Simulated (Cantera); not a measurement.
# Premixed flame

A freely propagating, adiabatic, planar premixed flame of H₂ : O₂ : N₂ = 1 : 0.208 : 0.783 (molar parts), equivalence ratio 2.4, unburnt at 348 K and 3.70 bar; mixture-averaged transport, grid criteria slope 0.08 and curve 0.16, no radiation.

Computed with Cantera and the H2/O2 subset of GRI-Mech 3.0, which has no nitrogen chemistry. The hydrogen kinetics of GRI-Mech 3.0 are dated; newer H2 mechanisms differ, most at raised pressure. Burning velocities carry a grid error of a few per cent, more on coarse grids.

```json
[
 {"z (mm)": "-0.215", "T (K)": "348", "u (m/s)": "3.25", "x H₂": "0.502", "x O₂": "0.104", "x OH": "<1e-8", "x HO₂": "<1e-8", "x O": "<1e-8", "x H₂O₂": "<1e-8"},
 {"z (mm)": "-0.143", "T (K)": "348", "u (m/s)": "3.25", "x H₂": "0.502", "x O₂": "0.104", "x OH": "<1e-8", "x HO₂": "<1e-8", "x O": "<1e-8", "x H₂O₂": "<1e-8"},
 {"z (mm)": "-0.108", "T (K)": "348", "u (m/s)": "3.25", "x H₂": "0.502", "x O₂": "0.105", "x OH": "<1e-8", "x HO₂": "5.96e-8", "x O": "<1e-8", "x H₂O₂": "<1e-8"},
 {"z (mm)": "-0.0717", "T (K)": "351", "u (m/s)": "3.27", "x H₂": "0.501", "x O₂": "0.105", "x OH": "<1e-8", "x HO₂": "1.45e-6", "x O": "4.02e-8", "x H₂O₂": "1.87e-7"},
 {"z (mm)": "-0.0359", "T (K)": "430", "u (m/s)": "3.92", "x H₂": "0.487", "x O₂": "0.106", "x OH": "2.02e-5", "x HO₂": "0.000328", "x O": "4.12e-6", "x H₂O₂": "3.55e-5"},
 {"z (mm)": "-0.0179", "T (K)": "737", "u (m/s)": "6.49", "x H₂": "0.453", "x O₂": "0.0984", "x OH": "0.000629", "x HO₂": "0.000711", "x O": "0.000118", "x H₂O₂": "0.000104"},
 {"z (mm)": "0", "T (K)": "1122", "u (m/s)": "9.66", "x H₂": "0.402", "x O₂": "0.0745", "x OH": "0.000856", "x HO₂": "0.000294", "x O": "0.000628", "x H₂O₂": "3.64e-5"},
 {"z (mm)": "0.0179", "T (K)": "1397", "u (m/s)": "11.9", "x H₂": "0.352", "x O₂": "0.0422", "x OH": "0.00137", "x HO₂": "0.000138", "x O": "0.00115", "x H₂O₂": "4.68e-6"},
 {"z (mm)": "0.0359", "T (K)": "1554", "u (m/s)": "13.3", "x H₂": "0.320", "x O₂": "0.0184", "x OH": "0.00160", "x HO₂": "5.68e-5", "x O": "0.000894", "x H₂O₂": "1.32e-6"},
 {"z (mm)": "0.0717", "T (K)": "1685", "u (m/s)": "14.3", "x H₂": "0.303", "x O₂": "0.00279", "x OH": "0.00154", "x HO₂": "8.11e-6", "x O": "0.000281", "x H₂O₂": "4.72e-7"},
 {"z (mm)": "0.143", "T (K)": "1775", "u (m/s)": "15.0", "x H₂": "0.306", "x O₂": "0.000174", "x OH": "0.00138", "x HO₂": "5.06e-7", "x O": "0.000110", "x H₂O₂": "2.11e-7"},
 {"z (mm)": "0.287", "T (K)": "1850", "u (m/s)": "15.6", "x H₂": "0.312", "x O₂": "1.88e-5", "x OH": "0.00108", "x HO₂": "7.94e-8", "x O": "5.21e-5", "x H₂O₂": "9.94e-8"},
 {"z (mm)": "0.574", "T (K)": "1905", "u (m/s)": "16.0", "x H₂": "0.317", "x O₂": "7.13e-6", "x OH": "0.000730", "x HO₂": "3.40e-8", "x O": "2.09e-5", "x H₂O₂": "4.25e-8"}
]
```
x: mole fraction of selected species; z is measured from the peak of heat release.

```json
{
  "laminar_burning_velocity": "325 cm/s",
  "thermal_thickness": "0.0717 mm",
  "peak x(OH)": "0.00160",
  "peak x(HO₂)": "0.000874",
  "peak x(O)": "0.00116",
  "peak x(H₂O₂)": "0.000106"
}
```
